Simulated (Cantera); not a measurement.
An isothermal, constant-pressure homogeneous reactor starts with 0.303 % CO, 0.978 % O₂, 0.968 % H₂O, 97.8 % N₂, equivalence ratio 0.15, at 1500 K and 6.81 atm.

Model: GRI-Mech 3.0 (53 species, 325 reactions), integrated in Cantera.

Q: Predict: x(CO) at 2.00 s; x(O₂) at 2.00 s; x(H₂O) at 2.00 s; x(NO) at 2.00 s; x(H₂) at 2.00 s; x(OH) at 2.00 s; x(HO₂) at 2.00 s.

A: 
| Item | Value |
|---|---|
| x(CO) at 2.00 s | 6.26e-8 (gas-phase equilibrium 6.31e-8) |
| x(O₂) at 2.00 s | 0.00827 (gas-phase equilibrium 0.00814) |
| x(H₂O) at 2.00 s | 0.00969 (gas-phase equilibrium 0.00969) |
| x(NO) at 2.00 s | 3.57e-7 (gas-phase equilibrium 0.000270) |
| x(H₂) at 2.00 s | 7.72e-8 (gas-phase equilibrium 7.79e-8) |
| x(OH) at 2.00 s | 6.71e-6 (gas-phase equilibrium 6.69e-6) |
| x(HO₂) at 2.00 s | 8.65e-9 (gas-phase equilibrium 8.55e-9) |
